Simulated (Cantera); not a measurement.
A freely propagating, adiabatic, planar premixed flame of H2 : O2 : N2 = 1 : 0.667 : 2.8 (molar parts), unburnt at 450 K and 760 Torr; mixture-averaged transport, grid criteria slope 0.08 and curve 0.16, no radiation.

Model: the H2/O2 subset of GRI-Mech 3.0, which has no nitrogen chemistry, integrated in Cantera. Burning velocities carry a grid error of a few per cent, more on coarse grids.

Question: Predict: laminar burning velocity; thermal thickness; peak x(H2O2); peak x(HO2); peak x(OH).

Answer: 
| Quantity | Value |
|---|---|
| laminar burning velocity | 268 cm/s |
| thermal thickness | 0.398 mm |
| peak x(H2O2) | 4.86e-5 |
| peak x(HO2) | 0.000368 |
| peak x(OH) | 0.0113 |
